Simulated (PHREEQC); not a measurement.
Make-up at 30 °C: 0.0026 mol CdCl2, 0.00025 mol ZnCl2 and 0.00038 mol HCl per kg of water. Closed to the air; pH follows from the charge balance.

All values are PHREEQC results (ion-association model, phreeqc.dat), not measurements.

| Item | Value |
|---|---|
| pH | 3.46 |
| ionic strength | 0.00751 mol/kgw |
| total alkalinity | -0.380 meq/kg |

```csv
species,molality,activity,log γ
Cl-,0.00536,0.00489,-0.040
Cd+2,0.00190,0.00132,-0.160
CdCl+,0.000685,0.000625,-0.040
H+,0.000380,0.000350,-0.035
Zn+2,0.000247,0.000172,-0.156
CdCl2,1.30e-5,1.30e-5,0.001
ZnCl+,3.09e-6,2.82e-6,-0.040
```

This is a speciation only: nothing precipitates in the calculation. Species that the database lacks are ignored.
